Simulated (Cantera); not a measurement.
Input: 1 mol MgO, 3.2 mol SO2, 4.4 mol CO2, at 0.690 bar.

Equilibrium computed with Cantera from the NASA thermochemical tables; the gas is ideal and each condensed phase is pure. Candidate condensed phases: C, Mg, MgCO3, MgO, MgS, MgSO4, S; 26 gas species. Gases not in the tables: S3 to S7. Equilibrium is a limit: real reactors are often held back by kinetics, nucleation or transport.

log p: log10 of the partial pressure in bar; n: condensed amount in mol.

```csv
T (°C),log p CO2,log p SO2,log p S2,log p S8,log p S2O,n MgSO4(s),n MgO(s)
327,-0.31,-0.72,-3.30,-2.16,…,1.00,0
427,-0.31,-0.73,-2.09,-2.32,…,1.00,0
527,-0.34,-0.68,-1.72,-4.55,…,0.788,0.212
627,-0.40,-0.54,-6.63,<-12,…,0.000121,1.000
727,-0.40,-0.54,-10.57,<-12,…,0,1.00
827,-0.40,-0.54,-10.75,<-12,…,0,1.00
927,-0.40,-0.54,-10.88,<-12,…,0,1.00
1027,-0.40,-0.54,-10.95,<-12,…,0,1.00
1127,-0.40,-0.54,-10.80,<-12,…,0,1.00
1227,-0.40,-0.54,-10.36,<-12,…,0,1.00
1327,-0.40,-0.54,-9.77,<-12,…,0,1.00
```

Task: Complete the blanks.

Result: 
- 327, log p S2O: -3.93
- 427, log p S2O: -3.08
- 527, log p S2O: -2.81
- 627, log p S2O: -6.45
- 727, log p S2O: -9.43
- 827, log p S2O: -9.58
- 927, log p S2O: -9.70
- 1027, log p S2O: -9.76
- 1127, log p S2O: -9.66
- 1227, log p S2O: -9.34
- 1327, log p S2O: -8.91
